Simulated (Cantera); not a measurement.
Feed: 1 mol FeS₂, 0.14 mol SO₂, 4.1 mol CO₂, equilibrated at 0.150 bar.

Cantera equilibrium calculation (NASA polynomials, part measured and part estimated; ideal gas, pure solids and liquids). Candidate condensed phases: C, Fe, Fe(CO)₅, FeO, FeS, FeSO₄, FeS₂, Fe₂O₃, Fe₂(SO₄)₃, Fe₃O₄, S; 25 gas species. FeS: taken at fixed stoichiometry. Gases not in the tables: S₃ to S₇. Rates play no part.

Which condensed phases are stable at each of these points (T (K)): 850, 900, 950, 1000, 1050, 1100, 1150, 1200, 1250, 1300, 1350?


```json
[
 {"T (K)": "850", "condensed phases": "FeS(s) + FeS₂(s)", "Fe condensed (%)": "100.0"},
 {"T (K)": "900", "condensed phases": "FeS(s) + FeS₂(s)", "Fe condensed (%)": "100.0"},
 {"T (K)": "950", "condensed phases": "FeS(s)", "Fe condensed (%)": "100.0"},
 {"T (K)": "1000", "condensed phases": "FeS(s)", "Fe condensed (%)": "100.0"},
 {"T (K)": "1050", "condensed phases": "FeS(s)", "Fe condensed (%)": "100.0"},
 {"T (K)": "1100", "condensed phases": "FeS(s)", "Fe condensed (%)": "100.0"},
 {"T (K)": "1150", "condensed phases": "FeS(s)", "Fe condensed (%)": "100.0"},
 {"T (K)": "1200", "condensed phases": "FeS(s)", "Fe condensed (%)": "100.0"},
 {"T (K)": "1250", "condensed phases": "FeS(s)", "Fe condensed (%)": "100.0"},
 {"T (K)": "1300", "condensed phases": "FeS(s)", "Fe condensed (%)": "100.0"},
 {"T (K)": "1350", "condensed phases": "FeS(s)", "Fe condensed (%)": "100.0"}
]
```

From 850 K to 900 K the condensed part is FeS(s) + FeS₂(s). From 950 K to 1350 K the condensed part is FeS(s).
